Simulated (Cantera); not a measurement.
**Catalytic stagnation flow on Pt**

A jet of H₂ : O₂ : N₂ = 0.039 : 0.053 : 0.79 (molar parts) at 300 K and 0.0237 atm hits a platinum plate 6.7 cm away at a mass flux of 0.17 kg/m²/s; the plate temperature is set and raised in steps from an oxygen-covered start.

Computed with Cantera and Deutschmann's 1995 Pt surface mechanism with GRI-Mech 3.0 gas chemistry. Catalytic surfaces can have several steady states; this one follows from the mechanism file's or the stated starting coverage.

```
plate T (K)  wall x H₂  wall x O₂  wall x H₂O  wall x OH  θ free Pt   θ O*    θ OH*
-----------  ---------  ---------  ----------  ---------  ---------  -----  -------
700            0.00364     0.0164      0.0783      <1e-8      0.399  0.596  0.00418
750            0.00365     0.0165      0.0778      <1e-8      0.413  0.584  0.00306
800            0.00363     0.0166      0.0774      <1e-8      0.430  0.568  0.00231
850            0.00356     0.0166      0.0772    1.70e-8      0.454  0.544  0.00180
900            0.00339     0.0166      0.0772    5.90e-8      0.493  0.506  0.00145
```
x: mole fraction at the wall; θ: surface coverage.
